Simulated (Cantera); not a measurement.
A closed system holds: 1 mol Fe(CO)₅, 3.2 mol N₂, at 1325 °C and 133 Pa.

Cantera equilibrium calculation (NASA polynomials, part measured and part estimated; ideal gas, pure solids and liquids). Candidate condensed phases: C, Fe, Fe(CO)₅, FeO, Fe₂O₃, Fe₃O₄; 27 gas species. Equilibrium is a limit: real reactors are often held back by kinetics, nucleation or transport.

Base state: CO 0.609, N₂ 0.390, Fe 0.000795 (mole fractions); condensed: Fe(γ).

Task: What changes in the equilibrium state with this change: Fe(CO)₅ replaced by PbO?

Result: 
| species | before | after |
|---|---|---|
| N₂ | 0.390 | 0.717 |
| Pb | 0 | 0.115 |
| PbO | 0 | 0.109 |
| CO | 0.609 | 0 |
| O₂ | <1e-9 | 0.0571 |
| Fe | 0.000795 | 0 |
| NO | <1e-9 | 0.000956 |
| O | <1e-9 | 9.29e-5 |
| Fe(γ), mol | 0.993 | 0 |
Gases not in the tables: (PbO)n polymers. Further candidate phases: Pb, PbO, PbO₂, Pb₃O₄.
